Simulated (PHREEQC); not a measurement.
Consider water at 20 °C with 0.0049 mol Na2CO3 and 0.00014 mol CuCl2 per kg of water. Closed to the air; pH follows from the charge balance.

All values are PHREEQC results (ion-association model, wateq4f.dat), not measurements.

The ionic strength comes out as 0.0132 mol/kgw. What activity coefficients do NaCO3-, CO3-2, HCO3-, Cl-, Na+ get?

NaCO3- 0.90, CO3-2 0.64, HCO3- 0.90, Cl- 0.89, Na+ 0.89.

No solid was allowed to form. Examples of supersaturated solids here: Cu(OH)2, Malachite. Others may be too. The database's constant for dissolved Cu(OH)2 is higher than later reviews accept.
